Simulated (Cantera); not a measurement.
# borazine + O₂ + H₂ (boron, boron nitride and boron oxide)

A closed system holds: 1 mol borazine, 3.1 mol O₂, 93 mol H₂, held at 2273 K.

Cantera equilibrium calculation (NASA polynomials, part measured and part estimated; ideal gas, pure solids and liquids). Candidate condensed phases: B, BN, B₂O₃, B₃O₃H₃, H₂O; 39 gas species. The feed counts by its element totals alone. Kinetics and transport are ignored.

From 10.0 Pa to 1.00 bar nothing is condensed. The main B-bearing gas is BO at 10.0 Pa and HBO₂ at 1.00 bar.

| P (Pa) | x H₂ | x H | x H₂O | x BO | x N₂ | x HBO₂ | x HBO |
|---|---|---|---|---|---|---|---|
| 10 | 0.410 | 0.538 | 0.0139 | 0.0168 | 0.0109 | 0.00297 | 0.00112 |
| 46 | 0.631 | 0.311 | 0.0182 | 0.0153 | 0.0127 | 0.00609 | 0.00271 |
| 220 | 0.782 | 0.158 | 0.0186 | 0.0116 | 0.0139 | 0.00927 | 0.00499 |
| 1000 | 0.862 | 0.0780 | 0.0177 | 0.00746 | 0.0145 | 0.0116 | 0.00720 |
| 4600 | 0.903 | 0.0372 | 0.0169 | 0.00421 | 0.0148 | 0.0130 | 0.00892 |
| 22000 | 0.923 | 0.0172 | 0.0163 | 0.00214 | 0.0150 | 0.0138 | 0.0100 |
| 100000 | 0.933 | 0.00811 | 0.0160 | 0.00105 | 0.0151 | 0.0142 | 0.0106 |
x: gas mole fraction; nothing condenses.
